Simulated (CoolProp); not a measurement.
Vapour-liquid equilibrium of benzene (1) + n-decane (2) at 361.8 K; x and y are mole fractions of (1).

The numbers come from the multi-fluid Helmholtz-energy mixture model, Thol 2012 and Lemmon 2006; pair parameters Bell 2016 in CoolProp.

Problem. Give the bubble pressure and the first vapour's composition at x = 0.05, 0.35, 0.8. Is there an azeotrope?

Solution. x = 0.05: 0.1272 bar, y = 0.550; x = 0.35: 0.5387 bar, y = 0.924; x = 0.8: 1.067 bar, y = 0.986. No azeotrope shows between x = 0.05 and 0.95.

The pair parameters rest on a limited set of measurements; away from them the model extrapolates.
